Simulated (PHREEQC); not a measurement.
Solution (25 °C): 0.0036 mol/kgw HF, 0.0067 mol/kgw (NH4)2SiF6, 0.013 mol/kgw HBF4 and 0.05 mol/kgw HCl. Closed to the air; pH follows from the charge balance.

All values are PHREEQC results (ion-association model, phreeqc.dat), not measurements.

| quantity | before | after |
|---|---|---|
| pH | 1.29 | 1.30 |
| ionic strength (mol/kgw) | 0.0818 | 0.162 |
| BF4- (mol/kgw) | 0.0112 | 0.0114 |
| HF (mol/kgw) | 0.00957 | 0.00957 |
| H3BO3 (mol/kgw) | 0.00131 | 0.00111 |
| BF3OH- (mol/kgw) | 0.000422 | 0.000421 |

**Question.** Which change was made?
A. temperature from 25 to 60 °C
B. diluted 5-fold with water
C. (NH4)2SiF6 from 0.0067 to 0.0335 mol/kgw
D. (NH4)2SiF6 from 0.0067 to 0.00737 mol/kgw
E. temperature from 25 to 65 °C

**Answer.** C, (NH4)2SiF6 from 0.0067 to 0.0335 mol/kgw

No solid was allowed to form. Some of these states are supersaturated (in Quartz (slow to form), for instance). SiF6-2 is the database's only silicon fluoride. Real BF4- forms and hydrolyses slowly; the run takes it at equilibrium.
